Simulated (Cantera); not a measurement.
Gas-phase reforming

An isothermal, constant-pressure homogeneous reactor starts with 21.2 % CH4, 78.3 % H2O, 0.592 % N2, at 2025 K and 0.300 bar.

Detailed kinetics in Cantera: GRI-Mech 3.0 (53 species, 325 reactions).

```
t (s)        x CH4  x H2O    x CH2      x O2       x H     x HCO
--------  --------  -----  -------  --------  --------  --------
2.00e-6      0.211  0.782  1.51e-7  1.09e-12   3.30e-5  2.61e-11
8.66e-6      0.208  0.781  2.39e-6  1.05e-10   3.91e-5   3.62e-9
3.75e-5      0.193  0.775  2.80e-5   1.93e-8  0.000155   5.76e-7
0.000162    0.0974  0.708  4.77e-5   5.17e-7  0.000856   2.29e-6
0.000702    0.0258  0.624  2.34e-5   6.51e-7   0.00155   8.60e-7
0.00304    0.00987  0.525  1.12e-5   5.01e-7   0.00208   3.78e-7
0.0132     0.00442  0.413  3.26e-6   2.85e-7   0.00223   1.28e-7
0.0570     3.54e-5  0.379  2.18e-8   2.50e-7   0.00233   3.05e-8
0.247     1.06e-10  0.379   <1e-12   2.69e-7   0.00242   3.08e-8
1.07      1.06e-10  0.379   <1e-12   2.69e-7   0.00242   3.08e-8
4.62      1.06e-10  0.379   <1e-12   2.69e-7   0.00242   3.08e-8
20.0      1.06e-10  0.379   <1e-12   2.69e-7   0.00242   3.08e-8
```
x: mole fraction; the columns are a selection and need not sum to one.

Equilibrium at this temperature and pressure: CH4 1.26e-10, H2O 0.379, CH2 <1e-12, O2 2.69e-7, H 0.00242, HCO 3.08e-8 (gas phase only).
